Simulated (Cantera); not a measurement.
Input: 1 mol Fe₂O₃, 1.3 mol H₂, 14 mol N₂, equilibrated at 1048 K and 0.180 Torr.

Method: chemical equilibrium by Gibbs-energy minimisation in Cantera with the NASA 1993 tables (ideal gas, pure condensed phases). Candidate condensed phases: Fe, FeO, Fe(OH)₂, Fe(OH)₃, Fe₂O₃, Fe₃O₄, H₂O; 27 gas species. The tables' stoichiometric FeO is somewhat more stable than real wüstite, so its field is too wide. FeO: taken at fixed stoichiometry. The numbers say what is thermodynamically allowed, not how fast it happens.

Base state: N₂ 0.915, H₂O 0.0654, H₂ 0.0196 (mole fractions); condensed: FeO(s).

**Question.** What changes in the equilibrium state with this change: temperature from 1048 K to 1923 K?

**Answer.** 
```json
[
 {"species": "N₂", "before": "0.915", "after": "0.867"},
 {"species": "H₂O", "before": "0.0654", "after": "0.0683"},
 {"species": "Fe", "before": "<1e-9", "after": "0.0313"},
 {"species": "H₂", "before": "0.0196", "after": "0.00748"},
 {"species": "O₂", "before": "<1e-9", "after": "0.00864"},
 {"species": "FeO", "before": "<1e-9", "after": "0.00471"},
 {"species": "OH", "before": "<1e-9", "after": "0.00414"},
 {"species": "O", "before": "<1e-9", "after": "0.00217"},
 {"species": "FeO(s), mol", "before": "2.00", "after": "0"},
 {"species": "FeO(l), mol", "before": "0", "after": "1.42"}
]
```
